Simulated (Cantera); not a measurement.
A perfectly stirred reactor is fed with 0.626 % H2, 99.4 % O2, at 12.0 Torr; it is held at 1325 K, and followed from long to short residence time.

Computed with Cantera and the H2/O2 subset of GRI-Mech 3.0, which has no nitrogen chemistry. Radical loss at walls, strong at low pressure, is not modelled.

Question: Predict: x(H2) at τ = 7.50 s; x(O2) at τ = 7.50 s; x(H) at τ = 7.50 s; x(OH) at τ = 7.50 s; x(H2O2) at τ = 7.50 s; x(H2) at τ = 67.0 ms; x(O2) at τ = 67.0 ms; x(H) at τ = 67.0 ms; x(OH) at τ = 67.0 ms; x(H2O2) at τ = 67.0 ms.

Answer: 
- x(H2) at τ = 7.50 s: 6.12e-6
- x(O2) at τ = 7.50 s: 0.993
- x(H) at τ = 7.50 s: 5.58e-6
- x(OH) at τ = 7.50 s: 0.000251
- x(H2O2) at τ = 7.50 s: 4.33e-9
- x(H2) at τ = 67.0 ms: 0.000111
- x(O2) at τ = 67.0 ms: 0.989
- x(H) at τ = 67.0 ms: 0.000117
- x(OH) at τ = 67.0 ms: 0.000741
- x(H2O2) at τ = 67.0 ms: 1.15e-8
